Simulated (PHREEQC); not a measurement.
# Arsenic or selenium liquor

Solution (20 °C): 0.0015 mol H2SeO4, 0.032 mol NaOH and 0.039 mol CaCl2 per kg of water. Closed to the air; pH follows from the charge balance.

Model: ion-association model, wateq4f.dat, run in PHREEQC.

Each row changes one thing in this solution. No solid was allowed to form.

| case | pH | ionic strength (mol/kgw) | Ca+2 (mol/kgw) | CaOH+ (mol/kgw) | SI of Portlandite (Ca(OH)2) | SI of Halite (NaCl) |
|---|---|---|---|---|---|---|
| as made | 12.39 | 0.138 | 0.0328 | 0.00622 | -0.33 | -4.42 |
| temperature from 20 to 80 °C | 10.92 | 0.150 | 0.0388 | 0.000220 | +0.66 | -4.57 |
| diluted 2-fold with water | 12.16 | 0.0709 | 0.0173 | 0.00218 | -1.00 | -4.97 |
| NaOH from 0.032 to 0.0064 mol/kgw | 11.45 | 0.123 | 0.0382 | 0.000843 | -2.14 | -5.11 |
| 0.016 mol/kgw KCl added | 12.39 | 0.154 | 0.0329 | 0.00607 | -0.34 | -4.35 |
| H2SeO4 from 0.0015 to 0.003 mol/kgw | 12.35 | 0.141 | 0.0334 | 0.00563 | -0.42 | -4.42 |
| H2SeO4 replaced by Na2SeO4 at the same molality | 12.44 | 0.140 | 0.0323 | 0.00675 | -0.25 | -4.38 |

Species that the database lacks are ignored. Some of these states are supersaturated (in Portlandite, for instance). Constants without temperature data keep their 25 °C values here.
